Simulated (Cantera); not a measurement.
Charge: 1 mol C2H2, 0.31 mol CO2, 0.15 mol H2O, held at 2.10 bar.

Cantera equilibrium calculation (NASA polynomials, part measured and part estimated; ideal gas, pure solids and liquids). Candidate condensed phases: C, C6H6, C7H8, C8H18, H2O; 110 gas species. The numbers say what is thermodynamically allowed, not how fast it happens.

Task: At 2125 K, list the 7 most abundant gas species with their mole fractions, and the condensed phases.

Result: H2 0.596, CO 0.401, H 0.00193, C2H2 (acetylene) 0.000999, CH4 0.000232, H2O 3.69e-5, CH3 1.46e-5. Condensed: C(graphite).
